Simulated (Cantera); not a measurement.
**Ammonia decomposition in nitride growth gas**

An isothermal, constant-pressure homogeneous reactor starts with 87.0 % NH3, 13.0 % N2, at 1873 K and 1.01 bar.

Model: the gas-phase N/H chemistry of the illustrative SiF4/NH3 mechanism in the Surface Chemkin manual (1991), integrated in Cantera. Walls and surfaces, which speed up NH3 decomposition in real reactors, are not modelled.

```
t (s)      x NH3      x H2   x N2      x N   x N2H2
--------  ------  --------  -----  -------  -------
0.000200   0.868  0.000715  0.130  2.53e-9  2.86e-6
0.000434   0.866   0.00216  0.131  5.59e-9  3.76e-6
0.000941   0.862   0.00545  0.132  1.12e-8  3.76e-6
0.00204    0.853    0.0125  0.133  2.31e-8  3.68e-6
0.00443    0.835    0.0275  0.137  4.61e-8  3.53e-6
0.00960    0.797    0.0581  0.145  8.28e-8  3.23e-6
0.0208     0.722     0.118  0.159  1.26e-7  2.72e-6
0.0452     0.594     0.221  0.185  1.64e-7  1.97e-6
0.0980     0.410     0.369  0.221  1.88e-7  1.13e-6
0.213      0.215     0.525  0.260  1.95e-7  4.59e-7
0.461     0.0780     0.635  0.287  1.68e-7  1.14e-7
1.00      0.0205     0.681  0.298  1.01e-7  1.54e-8
```
x: mole fraction; the columns are a selection and need not sum to one.

Equilibrium at this temperature and pressure: NH3 8.13e-6, H2 0.697, N2 0.302, N 6.94e-11, N2H2 <1e-12 (gas phase only).
